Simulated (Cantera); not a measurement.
A freely propagating, adiabatic, planar premixed flame of H2 : O2 : N2 = 1 : 0.641 : 3.01 (molar parts), equivalence ratio 0.78, unburnt at 475 K and 0.870 bar; mixture-averaged transport, grid criteria slope 0.08 and curve 0.16, no radiation.

Cantera simulation using the H2/O2 subset of GRI-Mech 3.0, which has no nitrogen chemistry; the numbers are that mechanism's predictions, not measurements. Burning velocities carry a grid error of a few per cent, more on coarse grids.

x: mole fraction of selected species; z is measured from the peak of heat release.

```
z (mm)  T (K)  u (m/s)     x H2    x O2   x H2O2     x HO2      x OH      x H
------  -----  -------  -------  ------  -------  --------  --------  -------
-1.55     475     2.76    0.215   0.138    <1e-8     <1e-8     <1e-8    <1e-8
-1.03     475     2.76    0.215   0.138    <1e-8     <1e-8     <1e-8    <1e-8
-0.775    475     2.76    0.215   0.138    <1e-8     <1e-8     <1e-8    <1e-8
-0.517    475     2.75    0.214   0.138        …         …     <1e-8    <1e-8
-0.258    505     2.88    0.201   0.140  1.35e-5  0.000204   3.23e-5  3.25e-5
-0.129    746     4.14    0.161   0.134  3.26e-5  0.000199  0.000655  0.00250
0        1130     6.11   0.0929   0.104  6.78e-6   8.60e-5   0.00205   0.0146
0.129    1405     7.54   0.0390  0.0642  3.85e-6   4.37e-5   0.00569   0.0237
0.258    1552     8.29   0.0219  0.0484  2.31e-6   2.83e-5   0.00816   0.0222
0.517    1698     9.00   0.0164  0.0421  1.16e-6   1.94e-5   0.00975   0.0151
1.03     1828     9.62   0.0125  0.0389  6.02e-7   1.31e-5   0.00994  0.00827
2.07     1932     10.1        …  0.0366        …         …         …        …
4.13     2001     10.4  0.00432  0.0354  2.17e-7   4.41e-6   0.00685  0.00129
```

**Question.** Complete the blanks.

**Answer.** 
- -0.517, x H2O2: 2.13e-8
- -0.517, x HO2: 5.27e-7
- 2.07, x H2: 0.00810
- 2.07, x H2O2: 3.49e-7
- 2.07, x HO2: 8.02e-6
- 2.07, x OH: 0.00883
- 2.07, x H: 0.00367
